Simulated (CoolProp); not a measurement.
Computed with CoolProp (reference Helmholtz-energy equation of state, Aleksandrov 2011). It is a short technical equation, of lower accuracy than the large ones.

Question: For n-undecane, give the phase and the density (kg/m³), cp (kJ/(kg K)), speed of sound (m/s) at 620 K and 6.12 bar.

Answer: 
- 620 K and 6.12 bar: gas; density 21.7, cp 3.01, speed of sound 157
